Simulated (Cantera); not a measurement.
## Hydrocarbon pyrolysis for carbon deposition

An isothermal, constant-pressure homogeneous reactor starts with 2.00 % CH4, 98.0 % N2, at 1800 K and 97.0 Pa.

Computed with Cantera and GRI-Mech 3.0 (53 species, 325 reactions). GRI-Mech 3.0 stops at C3 and has no aromatics, soot or wall deposition, so with more carbon than oxygen in the feed, carbon stays in small species such as C2H2 where larger ones or solid carbon would form. Radical loss at walls, strong at low pressure, is not modelled.

```json
[
 {"t (s)": "0.000100", "x CH4": "0.0200", "x C2H": "<1e-12", "x CH2": "<1e-12", "x H": "8.70e-8", "x C2H6": "<1e-12"},
 {"t (s)": "0.000464", "x CH4": "0.0200", "x C2H": "<1e-12", "x CH2": "<1e-12", "x H": "3.52e-7", "x C2H6": "<1e-12"},
 {"t (s)": "0.00215", "x CH4": "0.0200", "x C2H": "<1e-12", "x CH2": "4.25e-11", "x H": "9.46e-7", "x C2H6": "<1e-12"},
 {"t (s)": "0.0100", "x CH4": "0.0200", "x C2H": "<1e-12", "x CH2": "1.41e-9", "x H": "1.17e-6", "x C2H6": "2.42e-11"},
 {"t (s)": "0.0464", "x CH4": "0.0199", "x C2H": "<1e-12", "x CH2": "2.27e-8", "x H": "1.25e-6", "x C2H6": "1.06e-9"},
 {"t (s)": "0.215", "x CH4": "0.0195", "x C2H": "6.94e-10", "x CH2": "3.33e-7", "x H": "3.26e-6", "x C2H6": "2.60e-8"},
 {"t (s)": "1.00", "x CH4": "0.0134", "x C2H": "1.01e-7", "x CH2": "2.37e-6", "x H": "4.58e-5", "x C2H6": "2.08e-7"},
 {"t (s)": "4.64", "x CH4": "0.00226", "x C2H": "4.35e-7", "x CH2": "1.38e-6", "x H": "0.000150", "x C2H6": "2.08e-8"},
 {"t (s)": "21.5", "x CH4": "0.000124", "x C2H": "9.36e-7", "x CH2": "3.31e-7", "x H": "0.000320", "x C2H6": "2.26e-10"},
 {"t (s)": "100", "x CH4": "1.47e-6", "x C2H": "1.68e-6", "x CH2": "1.28e-8", "x H": "0.000574", "x C2H6": "<1e-12"}
]
```
x: mole fraction; the columns are a selection and need not sum to one.

Equilibrium at this temperature and pressure: CH4 7.95e-9, C2H 5.29e-7, CH2 8.51e-10, H 0.00195, C2H6 <1e-12 (gas phase only).
